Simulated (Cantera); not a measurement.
An isothermal, constant-pressure homogeneous reactor starts with H₂ : O₂ : N₂ = 0.11 : 1 : 0.65 (molar parts), at 1350 K and 0.0257 atm.

Cantera simulation using GRI-Mech 3.0 (53 species, 325 reactions); the numbers are that mechanism's predictions, not measurements. Radical loss at walls, strong at low pressure, is not modelled. The temperature is held fixed by assumption; the heat of reaction is taken as removed at once.

x: mole fraction; the columns are a selection and need not sum to one.

```
t (s)         x H₂   x O₂    x N₂O        x OH     x NO    x H₂O₂       x H
--------  --------  -----  -------  ----------  -------  --------  --------
1.00e-6     0.0625  0.568   <1e-12    1.87e-11   <1e-12    <1e-12  7.71e-10
4.29e-6     0.0625  0.568   <1e-12    3.15e-10   <1e-12    <1e-12   3.08e-9
1.84e-5     0.0625  0.568   <1e-12  (withheld)   <1e-12  4.24e-12   1.11e-8
7.88e-5     0.0625  0.568   <1e-12  (withheld)   <1e-12  7.65e-11   6.32e-8
0.000338    0.0625  0.568   <1e-12  (withheld)   <1e-12   1.37e-9   1.41e-5
0.00145    0.00184  0.522  4.51e-9  (withheld)  1.23e-7   1.33e-7    0.0121
0.00621    0.00144  0.529  8.95e-9  (withheld)  7.28e-7   1.32e-7   0.00818
0.0266    0.000585  0.545  1.27e-8  (withheld)  1.42e-6   1.12e-7   0.00194
0.114      6.81e-5  0.553  2.10e-8  (withheld)  1.54e-6   4.68e-8   7.44e-5
0.490      5.36e-6  0.554  2.63e-8  (withheld)  1.56e-6   1.07e-8   1.64e-6
2.10       6.23e-7  0.554  2.42e-8  (withheld)  1.56e-6   2.24e-9   6.57e-8
9.00       1.40e-7  0.554  1.22e-8  (withheld)  1.56e-6  7.18e-10   7.04e-9
```

Some entries are withheld; supply them.


- 1.84e-5, x OH: 4.38e-9
- 7.88e-5, x OH: 5.69e-8
- 0.000338, x OH: 1.45e-5
- 0.00145, x OH: 0.00583
- 0.00621, x OH: 0.00520
- 0.0266, x OH: 0.00335
- 0.114, x OH: 0.00115
- 0.490, x OH: 0.000325
- 2.10, x OH: 0.000111
- 9.00, x OH: 5.28e-5
